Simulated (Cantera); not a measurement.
Input: 1 mol SiH4, 0.074 mol HCl, 120 mol H2, at 75.0 Torr.

These are equilibrium values from Cantera (NASA tables, ideal gas, pure condensed phases), not measurements of a reactor. Candidate condensed phases: Si; 19 gas species. Gases not in the tables: Si2H6 and higher silanes. Kinetics and transport are ignored.

Question: What share of the Si ends up in condensed phases as a function of T (°C), at 1350, 1400, 1450, 1500, 1550, 1600, 1650, 1700, 1750, 1800, 1850?

Answer: 
```tsv
T (°C)	Si condensed (%)	as
1350	99.9	Si(s)
1400	99.8	Si(s)
1450	99.6	Si(l)
1500	99.3	Si(l)
1550	98.8	Si(l)
1600	98.0	Si(l)
1650	96.5	Si(l)
1700	94.0	Si(l)
1750	89.9	Si(l)
1800	83.2	Si(l)
1850	72.4	Si(l)
```
